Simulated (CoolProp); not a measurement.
Vapour-liquid equilibrium of R22 (1) + n-hexane (2) at 0.00973 MPa; x and y are mole fractions of (1).

Computed with CoolProp (multi-fluid Helmholtz-energy mixture model, Kamei 1995 and Thol 2019; pair parameters Bell 2016).

Task: Give the bubble temperature and the first vapour's composition at x = 0.05, 0.65, 0.95. Is there an azeotrope?

Result: x = 0.05: 230.5 K, y = 0.964; x = 0.65: 195.5 K, y = 0.999; x = 0.95: 192.9 K, y = 1.000. No azeotrope shows between x = 0.05 and 0.95.

Pair parameters are fitted to limited data, so mixtures are less certain than the pure fluids. With so large a gap from Raoult's law the liquid may split in two, which this calculation doesn't test in full.
